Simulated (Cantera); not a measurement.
A Cantera script and what it prints.

```python
import numpy as np
import cantera as ct

gas_names = """
    H HNO HNO2 HNO3 HO2 H2 H2O H2O2 N NH NH2 NH3 NH2OH NO NO2 NO3 N2 N2H2 N2H4 N2O O OH O2 O3
""".split()
cond_names = """
    H2O(s) H2O(L)
""".split()


# ... load() reads the species with a 1 bar reference pressure and builds the phases ...
atoms = {
    'NH3': {'N': 1, 'H': 3},
    'H2O': {'H': 2, 'O': 1},
}
top_T = {}  # K; cautious upper limits of use, not melting points


# ... equilibrate(T, P, feed) seeds the gas with the atoms and calls Mixture.equilibrate('TP', solver="vcs", rtol=1e-11, max_steps=5000) ...
results = []
T = 2573.15  # K
P = 32000  # Pa
for m in [0.5, 1.3, 2, 2.8, 3.6, 4.4, 5.1, 5.9]:
    feed = {'NH3': 1, 'H2O': m}  # mol
    mix = equilibrate(T, P, feed)
    results.append((T, P, feed, dict(zip(mix.species_names, mix.species_moles))))

top = {s: max(r[3][s] / sum(r[3][g] for g in gas_names) for r in results) for s in gas_names}
cols = sorted((s for s in top if top[s] > 1e-06), key=lambda s: -top[s])[:8]
seen = [c for c in cond_names if any(r[3].get(c, 0) > 1e-12 for r in results)]
print("log10 of partial pressures in bar; condensed amounts in mol")
print(f"{'n(H2O)':>10s}" + "".join(f"{s[:9]:>10s}" for s in cols + seen))
for T, P, feed, n in results:
    ng = sum(n[g] for g in gas_names)
    print(f"{feed['H2O']:10.4g}" + "".join(f"{np.log10(max(n[s] / ng * P / 1e5, 1e-99)):10.3f}" for s in cols)
          + "".join(f"{n.get(c, 0):10.4g}" for c in seen))
```

Output:

```
log10 of partial pressures in bar; condensed amounts in mol
    n(H2O)       H2O        H2        N2         H        OH        O2         O        NO
       0.5    -1.213    -0.743    -1.205    -1.835    -2.954    -5.093    -4.233    -4.342
       1.3    -0.920    -0.863    -1.326    -1.895    -2.601    -4.267    -3.820    -3.990
         2    -0.818    -0.945    -1.410    -1.936    -2.458    -3.900    -3.637    -3.848
       2.8    -0.753    -1.021    -1.490    -1.974    -2.355    -3.617    -3.495    -3.747
       3.6    -0.713    -1.083    -1.557    -2.006    -2.283    -3.411    -3.392    -3.678
       4.4    -0.686    -1.136    -1.616    -2.032    -2.230    -3.251    -3.312    -3.627
       5.1    -0.668    -1.176    -1.662    -2.052    -2.192    -3.137    -3.255    -3.593
       5.9    -0.653    -1.215    -1.710    -2.071    -2.158    -3.029    -3.201    -3.563
```

These are equilibrium values from Cantera (NASA tables, ideal gas, pure condensed phases), not measurements of a reactor.
